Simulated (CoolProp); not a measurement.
Model: reference Helmholtz-energy equation of state, Marx 1992, in CoolProp.

**Question.** For R113, give the phase and the cp (kJ/(kg K)), speed of sound (m/s), isothermal compressibility (1/MPa), expansivity (1/kK) at 299.9 K and 63.9 bar.

**Answer.** 
- 299.9 K and 63.9 bar: liquid; cp 0.912, speed of sound 727, isothermal compressibility 0.00162, expansivity 1.43
